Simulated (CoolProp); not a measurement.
Properties of R1234ze(E) along the isotherm 146.85 °C (Tc = 109.4 °C, pc = 3635 kPa, ω = 0.313).

Model: reference Helmholtz-energy equation of state, Thol 2016, in CoolProp.

```json
[
 {"p (kPa)": "5.75", "phase": "gas", "Joule-Thomson coefficient (K/MPa)": "?", "isothermal compressibility (1/MPa)": "174.0", "fugacity coefficient": "0.9996"},
 {"p (kPa)": "10.2", "phase": "gas", "Joule-Thomson coefficient (K/MPa)": "?", "isothermal compressibility (1/MPa)": "98.11", "fugacity coefficient": "0.9993"},
 {"p (kPa)": "18.2", "phase": "gas", "Joule-Thomson coefficient (K/MPa)": "?", "isothermal compressibility (1/MPa)": "55.02", "fugacity coefficient": "0.9987"},
 {"p (kPa)": "32.3", "phase": "gas", "Joule-Thomson coefficient (K/MPa)": "?", "isothermal compressibility (1/MPa)": "31.03", "fugacity coefficient": "0.9977"},
 {"p (kPa)": "57.5", "phase": "gas", "Joule-Thomson coefficient (K/MPa)": "7.221", "isothermal compressibility (1/MPa)": "17.46", "fugacity coefficient": "0.9960"},
 {"p (kPa)": "102", "phase": "gas", "Joule-Thomson coefficient (K/MPa)": "7.240", "isothermal compressibility (1/MPa)": "9.875", "fugacity coefficient": "0.9928"},
 {"p (kPa)": "182", "phase": "gas", "Joule-Thomson coefficient (K/MPa)": "?", "isothermal compressibility (1/MPa)": "5.566", "fugacity coefficient": "0.9873"},
 {"p (kPa)": "323", "phase": "gas", "Joule-Thomson coefficient (K/MPa)": "?", "isothermal compressibility (1/MPa)": "3.169", "fugacity coefficient": "0.9774"},
 {"p (kPa)": "575", "phase": "gas", "Joule-Thomson coefficient (K/MPa)": "7.455", "isothermal compressibility (1/MPa)": "1.815", "fugacity coefficient": "0.9601"},
 {"p (kPa)": "1020", "phase": "gas", "Joule-Thomson coefficient (K/MPa)": "7.674", "isothermal compressibility (1/MPa)": "?", "fugacity coefficient": "?"},
 {"p (kPa)": "1820", "phase": "gas", "Joule-Thomson coefficient (K/MPa)": "8.113", "isothermal compressibility (1/MPa)": "0.6414", "fugacity coefficient": "0.8769"}
]
```

Problem. What belongs in the gaps?

Solution. 
- 5.75, Joule-Thomson coefficient (K/MPa): 7.199
- 10.2, Joule-Thomson coefficient (K/MPa): 7.201
- 18.2, Joule-Thomson coefficient (K/MPa): 7.204
- 32.3, Joule-Thomson coefficient (K/MPa): 7.210
- 182, Joule-Thomson coefficient (K/MPa): 7.276
- 323, Joule-Thomson coefficient (K/MPa): 7.339
- 1020, isothermal compressibility (1/MPa): 1.061
- 1020, fugacity coefficient: 0.9299
